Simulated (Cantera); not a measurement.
Feed: 1 mol Si3N4, 0.049 mol H2, held at 2.70 Pa.

Cantera equilibrium calculation (NASA polynomials, part measured and part estimated; ideal gas, pure solids and liquids). Candidate condensed phases: Si, Si3N4; 18 gas species. The numbers say what is thermodynamically allowed, not how fast it happens.

**Question.** Which condensed phases are stable at each of these points (T (K)): 1850, 1900, 1950, 2000, 2050, 2100, 2150?

**Answer.** 
| T (K) | condensed phases | Si condensed (%) |
|---|---|---|
| 1850 | Si(l) | 77.8 |
| 1900 | Si(l) | 37.2 |
| 1950 | gas only | 0.0 |
| 2000 | gas only | 0.0 |
| 2050 | gas only | 0.0 |
| 2100 | gas only | 0.0 |
| 2150 | gas only | 0.0 |

From 1850 K to 1900 K the condensed part is Si(l). From 1950 K to 2150 K nothing is condensed.
